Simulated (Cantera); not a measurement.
Feed: 1 mol H₂S, 0.039 mol SO₂, at 1948.15 K and 7.50 Torr.

Method: chemical equilibrium by Gibbs-energy minimisation in Cantera with the NASA 1993 tables (ideal gas, pure condensed phases). Candidate condensed phases: H₂O, H₂SO₄, S; 19 gas species. The numbers say what is thermodynamically allowed, not how fast it happens.

Base state: H₂ 0.573, S₂ 0.307, H₂O 0.0434, SH 0.0266, H₂S 0.0217, S 0.0124, H 0.00857, SO 0.00569 (mole fractions); condensed: gas only.

**Question.** What changes in the equilibrium state with this change: pressure from 7.50 Torr to 1 atm?

**Answer.** 
| species | before | after |
|---|---|---|
| H₂ | 0.573 | 0.476 |
| S₂ | 0.307 | 0.272 |
| H₂S | 0.0217 | 0.171 |
| S | 0.0124 | 0.00116 |
| H₂O | 0.0434 | 0.0542 |
| SH | 0.0266 | 0.0229 |
| H | 0.00857 | 0.000776 |
| OH | 5.87e-5 | 7.99e-6 |

**Question.** What changes in the equilibrium state with this change: temperature from 1948.15 K to 1998 K?

**Answer.** 
```json
[
 {"species": "H₂", "before": "0.573", "after": "0.571"},
 {"species": "S₂", "before": "0.307", "after": "0.302"},
 {"species": "H₂O", "before": "0.0434", "after": "0.0413"},
 {"species": "S", "before": "0.0124", "after": "0.0172"},
 {"species": "H", "before": "0.00857", "after": "0.0121"},
 {"species": "H₂S", "before": "0.0217", "after": "0.0186"},
 {"species": "SH", "before": "0.0266", "after": "0.0295"},
 {"species": "OH", "before": "5.87e-5", "after": "8.72e-5"},
 {"species": "SO", "before": "0.00569", "after": "0.00724"},
 {"species": "SO₂", "before": "0.000908", "after": "0.00102"}
]
```

**Question.** What changes in the equilibrium state with this change: pressure from 7.50 Torr to 24800 Torr?

**Answer.** 
```
species   before     after
-------  -------  --------
H₂S       0.0217     0.463
H₂         0.573     0.277
S₂         0.307     0.182
S         0.0124  0.000167
SH        0.0266    0.0143
H₂O       0.0434    0.0624
H        0.00857  0.000104
OH       5.87e-5   2.11e-6
```
The ideal-gas law is rough above about 30 bar.
